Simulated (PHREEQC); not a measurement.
**Arsenic or selenium liquor**

Make-up at 25 °C: 0.039 mol Na2HAsO4 and 0.058 mol H3PO4 per kg of water. Closed to the air; pH follows from the charge balance.

Model: ion-association model, wateq4f.dat, run in PHREEQC.

Each row changes one thing in this solution. Precipitation was switched off in this run.

| case | pH | ionic strength (mol/kgw) | H2PO4- (mol/kgw) | H2AsO4- (mol/kgw) | H3PO4 (mol/kgw) | H3AsO4 (mol/kgw) |
|---|---|---|---|---|---|---|
| as made | 2.79 | 0.0799 | 0.0488 | 0.0311 | 0.00919 | 0.00787 |
| diluted 2-fold with water | 2.85 | 0.0406 | 0.0248 | 0.0158 | 0.00424 | 0.00365 |
| temperature from 25 to 30 °C | 2.81 | 0.0799 | 0.0487 | 0.0311 | 0.00928 | 0.00787 |
| temperature from 25 to 75 °C | 2.96 | 0.0793 | 0.0481 | 0.0312 | 0.00991 | 0.00778 |
| Na2HAsO4 from 0.039 to 0.0429 mol/kgw | 2.92 | 0.0872 | 0.0510 | 0.0362 | 0.00700 | 0.00667 |

Complexes and solids missing from the database can't appear. H3PO4, which wateq4f.dat lacks, is added to it with the constant of phreeqc.dat. Away from 25 °C the constants follow the database's enthalpies or fits; those with neither stay at their 25 °C values.
